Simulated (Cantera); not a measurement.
A freely propagating, adiabatic, planar premixed flame of CH₄ : O₂ : N₂ = 1 : 2.25 : 6.29 (molar parts), equivalence ratio 0.89, unburnt at 700 K and 47000 Pa; mixture-averaged transport, grid criteria slope 0.08 and curve 0.16, no radiation.

Computed with Cantera and GRI-Mech 3.0 (53 species, 325 reactions). Burning velocities carry a grid error of a few per cent, more on coarse grids.

x: mole fraction of selected species; z is measured from the peak of heat release.

```
z (mm)  T (K)  u (m/s)       x CH₄        x O₂     x CH₂CO      x C₂H₆       x CO₂        x NO
------  -----  -------  ----------  ----------  ----------  ----------  ----------  ----------
-1.41     700     2.76       0.105       0.236       <1e-8     2.00e-8     1.74e-8       <1e-8
-0.941    701     2.77       0.104       0.235       <1e-8     5.57e-7     4.60e-7       <1e-8
-0.705    704     2.79       0.104       0.234     1.76e-8     5.36e-6     4.55e-6       <1e-8
-0.470    739     2.94       0.101       0.231     4.76e-7     8.10e-5     8.70e-5     5.77e-8
-0.235   1057     4.28      0.0766       0.204     2.25e-5    0.000980     0.00209     8.65e-7
-0.118   1460     6.00      0.0438       0.161     9.91e-5    0.000866     0.00717     2.60e-6
0        1858     7.74      0.0125       0.108    0.000139     8.92e-5      0.0168     6.31e-6
0.118    2041     8.54  (withheld)  (withheld)  (withheld)  (withheld)  (withheld)  (withheld)
0.235    2085     8.72    0.000100      0.0578     5.12e-6       <1e-8      0.0395     1.55e-5
0.470    2117     8.81     3.93e-7      0.0494     3.63e-8       <1e-8      0.0532     2.03e-5
0.941    2159     8.94       <1e-8      0.0458       <1e-8       <1e-8      0.0623     2.81e-5
1.88     2218     9.14       <1e-8      0.0438       <1e-8       <1e-8      0.0661  (withheld)
3.76     2298     9.42       <1e-8      0.0416       <1e-8       <1e-8      0.0693     8.60e-5
```

Q: What belongs in the gaps?

A: 
- 0.118, x CH₄: 0.00152
- 0.118, x O₂: 0.0727
- 0.118, x CH₂CO: 4.51e-5
- 0.118, x C₂H₆: 9.14e-7
- 0.118, x CO₂: 0.0287
- 0.118, x NO: 1.15e-5
- 1.88, x NO: 4.54e-5
